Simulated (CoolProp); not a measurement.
Vapour-liquid equilibrium of R245fa (1) + isopentane (2) at 49.25 °C; x and y are mole fractions of (1).

The numbers come from the multi-fluid Helmholtz-energy mixture model, Akasaka 2015 and Lemmon 2006; pair parameters Bell 2016 in CoolProp.

| x | bubble pressure, mixture model (bar) | bubble pressure, Raoult's law (bar) | y, mixture model | y, Raoult's law |
|---|---|---|---|---|
| 0.05 | ? | 2.078 | ? | 0.081 |
| 0.15 | ? | 2.213 | ? | 0.228 |
| 0.25 | 3.577 | 2.349 | 0.527 | 0.358 |
| 0.35 | ? | 2.484 | 0.589 | 0.474 |
| 0.45 | 4.000 | 2.619 | 0.628 | 0.578 |
| 0.55 | ? | 2.755 | 0.655 | 0.672 |
| 0.65 | 4.112 | 2.890 | 0.680 | 0.757 |
| 0.75 | 4.106 | 3.025 | ? | 0.834 |
| 0.85 | 4.021 | 3.161 | ? | 0.905 |
| 0.95 | 3.712 | 3.296 | 0.875 | 0.970 |

Task: Fill in the missing entries.

Result: 
- 0.05, bubble pressure, mixture model (bar): 2.453
- 0.05, y, mixture model: 0.207
- 0.15, bubble pressure, mixture model (bar): 3.132
- 0.15, y, mixture model: 0.421
- 0.35, bubble pressure, mixture model (bar): 3.848
- 0.55, bubble pressure, mixture model (bar): 4.078
- 0.75, y, mixture model: 0.709
- 0.85, y, mixture model: 0.759

The largest gap from Raoult's law is +54.9 % in bubble pressure, at x = 0.35. y crosses x between x = 0.65 and 0.75: the model has an azeotrope there.

Pair parameters are fitted to limited data, so mixtures are less certain than the pure fluids. With so large a gap from Raoult's law the liquid may split in two, which this calculation doesn't test in full.
